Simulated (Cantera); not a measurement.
Mixture: 4.93 % CH₄, 1.33 % H₂, 14.4 % O₂, 79.3 % N₂, at 518 Torr, adiabatic and at constant volume. Ignition delay is the time to a rise of 400 K.

Detailed kinetics in Cantera: GRI-Mech 3.0 (53 species, 325 reactions).

**Question.** At T0 = 1250 K, what is the delay, and which 5 reactions control it most (d ln τ / d ln k, from doubling and halving each rate constant)?

**Answer.** The delay is 5.20 ms.
| reaction | d ln τ / d ln k | faster rate |
|---|---|---|
| H + O2 <=> O + OH | -1.06 | shortens it |
| 2 CH3 (+M) <=> C2H6 (+M) | 0.61 | lengthens it |
| CH4 + OH <=> CH3 + H2O | 0.48 | lengthens it |
| H2 + OH <=> H + H2O | -0.32 | shortens it |
| CH3 + HO2 <=> CH3O + OH | -0.26 | shortens it |
